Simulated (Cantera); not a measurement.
Input: 1 mol TiN, 2.3 mol Cl2, held at 0.100 bar.

Cantera equilibrium calculation (NASA polynomials, part measured and part estimated; ideal gas, pure solids and liquids). Candidate condensed phases: Ti, TiCl2, TiCl3, TiCl4, TiN; 9 gas species. The numbers say what is thermodynamically allowed, not how fast it happens.

log p: log10 of the partial pressure in bar; nothing condenses.

| T (K) | log p TiCl4 | log p N2 | log p Cl2 | log p Cl | log p TiCl3 |
|---|---|---|---|---|---|
| 773 | -1.26 | -1.56 | -1.78 | -6.20 | -11.73 |
| 873 | -1.26 | -1.56 | -1.78 | -5.24 | -10.01 |
| 973 | -1.26 | -1.56 | -1.78 | -4.48 | -8.64 |
| 1073 | -1.26 | -1.56 | -1.78 | ___ | ___ |
| 1173 | -1.26 | -1.56 | -1.79 | -3.34 | -6.61 |
| 1273 | -1.26 | -1.56 | -1.80 | ___ | ___ |
| 1373 | -1.26 | -1.56 | -1.82 | -2.55 | -5.17 |
| 1473 | -1.27 | -1.57 | -1.87 | -2.25 | -4.58 |
| 1573 | -1.28 | -1.58 | -1.96 | -2.01 | -4.05 |
| 1673 | -1.29 | -1.59 | -2.09 | -1.83 | -3.56 |

Question: Some entries are withheld; supply them.

Answer: 
- 1273, log p Cl: -2.91
- 1273, log p TiCl3: -5.84
- 1073, log p Cl: -3.86
- 1073, log p TiCl3: -7.53
